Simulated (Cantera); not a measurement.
A perfectly stirred reactor is fed with H2 : O2 : N2 = 1 : 0.385 : 1.12 (molar parts), equivalence ratio 1.3, at 1200000 Pa; it is adiabatic with a 598 K inlet, and is followed from long to short residence time, starting on the burning branch (τ in s: 0.31, 0.11, 0.041, 0.015, 0.0055, 0.002, 0.00074, 0.00027, 0.0001, 3.6e-05).

Cantera simulation using the H2/O2 subset of GRI-Mech 3.0, which has no nitrogen chemistry; the numbers are that mechanism's predictions, not measurements. The hydrogen kinetics of GRI-Mech 3.0 are dated; newer H2 mechanisms differ, most at raised pressure. The pressure lies above the range GRI-Mech 3.0 was tuned for (to about 10 atm).

x: mole fraction; the columns are a selection and need not sum to one.

```csv
τ (s),T (K),x H2,x O2,x HO2,x H2O,x H2O2,x H,x O
0.31,2765,0.108,0.000325,7.28e-7,0.354,2.61e-7,0.00691,0.000247
0.11,2765,0.108,0.000326,7.29e-7,0.354,2.61e-7,0.00691,0.000247
0.041,2765,0.108,0.000328,7.32e-7,0.354,2.62e-7,0.00692,0.000248
0.015,2764,0.108,0.000333,7.41e-7,0.354,2.64e-7,0.00694,0.000249
0.0055,2764,0.108,0.000347,7.65e-7,0.353,2.69e-7,0.00700,0.000254
0.0020,2761,0.108,0.000386,8.31e-7,0.353,2.84e-7,0.00717,0.000265
0.00074,2755,0.108,(withheld),(withheld),0.352,(withheld),0.00759,(withheld)
0.00027,2741,0.109,0.000730,1.49e-6,0.351,4.16e-7,0.00861,0.000374
0.00010,2711,0.109,(withheld),(withheld),0.347,(withheld),(withheld),(withheld)
3.6e-5,2654,0.111,0.00239,6.09e-6,0.340,9.58e-7,0.0149,0.00100
```

Problem. Fill in the missing entries.

Solution. 
- 0.00074, x O2: 0.000485
- 0.00074, x HO2: 1.01e-6
- 0.00074, x H2O2: 3.22e-7
- 0.00074, x O: 0.000295
- 0.00010, x O2: 0.00127
- 0.00010, x HO2: 2.77e-6
- 0.00010, x H2O2: 6.10e-7
- 0.00010, x H: 0.0108
- 0.00010, x O: 0.000565
